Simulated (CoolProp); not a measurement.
Computed with CoolProp (reference Helmholtz-energy equation of state, Lemmon 2006). It is a short technical equation, of lower accuracy than the large ones.

Question: Give the vapour pressure (kPa), liquid density (kg/m³), liquid cp (kJ/(kg K)), liquid viscosity (µPa s) of saturated hydrogen sulfide at 271.7 K.

Answer: 
```
T (K)  p (kPa)  liquid density (kg/m³)  liquid cp (kJ/(kg K))  liquid viscosity (µPa s)
-----  -------  ----------------------  ---------------------  ------------------------
271.7      989                     836                   2.09                       158
```

Viscosity comes from a separate model (Quiñones-Cisneros 2012).
